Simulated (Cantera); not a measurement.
A Cantera script and its output.

```python
import numpy as np
import cantera as ct

gas = ct.Solution("gri30.yaml")
gas.TPX = 1050, 1000000, {'CH4': 0.016, 'O2': 0.03, 'N2': 1}
inlet = ct.Reservoir(gas, clone=True)

reactor = ct.IdealGasConstPressureReactor(gas, energy="off", clone=False)
exhaust = ct.Reservoir(gas, clone=True)
tau = [0.71, 0.35, 0.17, 0.082, 0.04, 0.019, 0.0094, 0.0046, 0.0022, 0.0011][0]
for a, b in ((inlet, reactor), (reactor, exhaust)):
    ct.MassFlowController(a, b, mdot=lambda t: reactor.mass / tau)
net = ct.ReactorNet([reactor])
show = ['CH4', 'O2', 'CH3', 'CO2', 'H2', 'N2O', 'C2H2']

rows = []
print(f"{'tau/s':>10s}{'T/K':>9s}" + "".join(f"{s:>11s}" for s in show))
for tau in [0.71, 0.35, 0.17, 0.082, 0.04, 0.019, 0.0094, 0.0046, 0.0022, 0.0011]:
    net.initial_time = 0.0
    net.advance(30 * tau)
    before = gas.X
    net.advance(40 * tau)
    drift = np.max(np.abs(gas.X - before) / (gas.X + 1e-9))
    rows.append([gas.T, *gas[show].X, drift])
    print(f"{tau:10.3e}{gas.T:9.1f}" + "".join(f"{x:11.3e}" for x in gas[show].X))
```

Output:

```
     tau/s      T/K        CH4         O2        CH3        CO2         H2        N2O       C2H2
 7.100e-01   1050.0  1.721e-03  4.655e-03  8.269e-07  8.613e-03  9.638e-04  8.930e-08  9.047e-07
 3.500e-01   1050.0  2.419e-03  6.687e-03  1.139e-06  6.951e-03  1.135e-03  6.412e-08  1.137e-06
 1.700e-01   1050.0  3.492e-03  9.450e-03  1.574e-06  5.053e-03  1.342e-03  4.152e-08  1.455e-06
 8.200e-02   1050.0  5.097e-03  1.304e-02  2.152e-06  3.138e-03  1.520e-03  2.438e-08  1.748e-06
 4.000e-02   1050.0  7.354e-03  1.739e-02  2.834e-06  1.529e-03  1.527e-03  1.292e-08  1.717e-06
 1.900e-02   1050.0  1.063e-02  2.275e-02  3.455e-06  3.985e-04  1.105e-03  5.292e-09  9.389e-07
 9.400e-03   1050.0  1.530e-02  2.868e-02  1.080e-07  5.862e-11  3.816e-08  2.869e-12  1.597e-14
 4.600e-03   1050.0  1.530e-02  2.868e-02  7.205e-08  1.201e-11  9.877e-09  9.463e-13  1.079e-15
 2.200e-03   1050.0  1.530e-02  2.868e-02  3.409e-08  1.251e-12  1.785e-09  2.557e-13  2.874e-17
 1.100e-03   1050.0  1.530e-02  2.868e-02  1.348e-08  9.772e-14  3.109e-10  6.740e-14  5.988e-19
```

Detailed kinetics in Cantera: GRI-Mech 3.0 (53 species, 325 reactions). The temperature is held fixed by assumption; the heat of reaction is taken as removed at once.
